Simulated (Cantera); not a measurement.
Charge: 1 mol Si(CH3)4, 0.014 mol C2H4, 1.2 mol H2, equilibrated at 133 Pa.

Cantera equilibrium calculation (NASA polynomials, part measured and part estimated; ideal gas, pure solids and liquids). Candidate condensed phases: C, C6H6, C7H8, C8H18, Si, SiC; 87 gas species. Gases not in the tables: Si2H6 and higher silanes. Equilibrium is a limit: real reactors are often held back by kinetics, nucleation or transport.

Q: What share of the Si ends up in condensed phases as a function of T (K), at 2173, 2248, 2323, 2398, 2473, 2548, 2623?

A: 
```csv
T (K),Si condensed (%),as
2173,79.9,SiC(s)
2248,41.5,SiC(s)
2323,0.0,-
2398,0.0,-
2473,0.0,-
2548,0.0,-
2623,0.0,-
```
